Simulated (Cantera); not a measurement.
Mixture: CH₄ : H₂ : O₂ : N₂ = 1 : 1.2 : 1.73 : 6.52 (molar parts), equivalence ratio 1.5, at 2800000 Pa, adiabatic and at constant volume. Ignition delay is the time to a rise of 400 K.

Detailed kinetics in Cantera: GRI-Mech 3.0 (53 species, 325 reactions). The pressure lies above the range GRI-Mech 3.0 was tuned for (to about 10 atm).

What does this change do: H2 1.2 to 1.5 parts?


```csv
quantity,before,after
delay at 1198 K,0.137 ms,0.128 ms
delay at 1248 K,66.1 µs,60.4 µs
delay at 1298 K,35.7 µs,31.7 µs
delay at 1348 K,21.5 µs,18.6 µs
delay at 1398 K,14.2 µs,12.0 µs
delay at 1448 K,9.95 µs,8.36 µs
delay at 1498 K,7.30 µs,6.10 µs
apparent activation energy between 1398 and 1498 K,120 kJ/mol,120 kJ/mol
```
